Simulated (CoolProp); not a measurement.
Computed with CoolProp (reference Helmholtz-energy equation of state, Gao 2022).

Task: Give the vapour pressure (bar), liquid density (kg/m³), vapour density (kg/m³), enthalpy of vaporisation (kJ/kg) of saturated n-perfluorohexane at 310.8 K.

Result: 
| T (K) | p (bar) | liquid density (kg/m³) | vapour density (kg/m³) | enthalpy of vaporisation (kJ/kg) |
|---|---|---|---|---|
| 310.8 | 0.497 | 1640 | 6.76 | 89.8 |
